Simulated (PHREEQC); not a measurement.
A column of 0.1 m (30 cells, dispersivity 0.008 m, 3600 s a shift, diffusion coefficient 3e-10 m²/s) holds 0.38 eq of the database's cation exchanger X per kg of pore water, first in equilibrium with 0.053 mol ZnCl2 and 1e-05 mol HCl per kg of water. It is flushed with 15 mmol/kgw LiCl, 97 mmol/kgw MgSO4 and 0.01 mmol/kgw HCl, at 15 °C. Values are for the last cell. CO2 from the air is kept out. No solid was allowed to form.

The numbers come from PHREEQC with the ion-association model, phreeqc.dat.

```csv
pore volumes,S in solution (mol/kgw),Mg in solution (mol/kgw),Li in solution (mol/kgw),Zn in solution (mol/kgw),Cl in solution (mol/kgw),ZnX2 on the exchanger (mol/kgw),MgX2 on the exchanger (mol/kgw)
0,0,0,0,0.0530,0.106,0.190,0
0.2167,1.26e-6,0,1.74e-10,0.0530,0.106,0.190,0
0.4167,0.00169,1.20e-8,7.85e-6,0.0539,0.104,0.190,2.56e-8
0.8167,0.0363,0.000297,0.00120,0.0714,0.0720,0.189,0.000484
1.017,0.0576,0.00191,0.00296,0.0802,0.0520,0.186,0.00278
1.217,0.0733,0.00570,0.00508,0.0837,0.0372,0.181,0.00788
1.617,0.0895,0.0182,0.00891,0.0778,0.0220,0.163,0.0250
1.817,0.0930,0.0254,0.0103,0.0718,0.0188,0.152,0.0355
2.017,0.0948,0.0325,0.0114,0.0651,0.0170,0.140,0.0465
2.217,0.0959,0.0392,0.0123,0.0585,0.0161,0.129,0.0577
2.417,0.0964,0.0454,0.0129,0.0523,0.0156,0.118,0.0687
2.817,0.0968,[?],0.0137,0.0412,0.0152,0.0965,0.0894
3.017,0.0969,0.0611,0.0140,0.0364,0.0151,0.0869,0.0990
3.217,0.0970,0.0653,0.0142,0.0321,0.0151,0.0778,0.108
3.617,0.0970,0.0725,0.0145,0.0248,0.0150,0.0618,[?]
3.817,0.0970,0.0755,0.0146,0.0217,0.0150,0.0548,0.131
4.017,0.0970,[?],0.0147,0.0190,0.0150,0.0484,0.137
4.217,0.0970,0.0805,0.0147,0.0166,0.0150,0.0427,0.143
4.417,0.0970,0.0826,0.0148,0.0145,0.0150,0.0375,0.148
4.817,0.0970,0.0861,0.0148,0.0110,0.0150,0.0288,0.156
5.017,0.0970,[?],0.0149,0.00952,0.0150,0.0251,0.160
5.217,0.0970,0.0888,0.0149,0.00826,0.0150,0.0219,0.163
5.617,0.0970,0.0909,0.0149,0.00618,0.0150,0.0165,0.169
5.817,0.0970,0.0917,0.0149,0.00534,0.0150,0.0143,0.171
6.017,0.0970,0.0924,0.0149,0.00461,0.0150,0.0124,0.173
```

What belongs in the gaps?


- 2.817, Mg in solution (mol/kgw): 0.0564
- 3.617, MgX2 on the exchanger (mol/kgw): 0.124
- 4.017, Mg in solution (mol/kgw): 0.0782
- 5.017, Mg in solution (mol/kgw): 0.0875
